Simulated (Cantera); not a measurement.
Feed: 1 mol TiO₂, 720 mol H₂, held at 0.990 bar.

Cantera equilibrium calculation (NASA polynomials, part measured and part estimated; ideal gas, pure solids and liquids). Candidate condensed phases: H₂O, Ti, TiO, TiO₂, Ti₂O₃, Ti₃O₅, Ti₄O₇; 12 gas species. The numbers say what is thermodynamically allowed, not how fast it happens.

**Question.** At 1800 K, list the 3 most abundant gas species with their mole fractions, and the condensed phases.

**Answer.** H₂ 0.999, H₂O 0.000694, H 0.000360. Condensed: Ti₂O₃(s).
